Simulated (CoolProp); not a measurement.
Nitrogen at 293.15 K and 0.253 MPa is compressed adiabatically to 1.72 MPa with isentropic efficiency 0.8. Each further row changes one setting.

Values from CoolProp's reference Helmholtz-energy equation of state, Span 2000.

```
case             work (kJ/kg)  final temperature (K)  final density (kg/m³)
---------------  ------------  ---------------------  ---------------------
as stated                 278                  558.1                   10.3
efficiency 1              223                  506.0                   11.4
efficiency 0.65           342                  617.7                   9.31
```
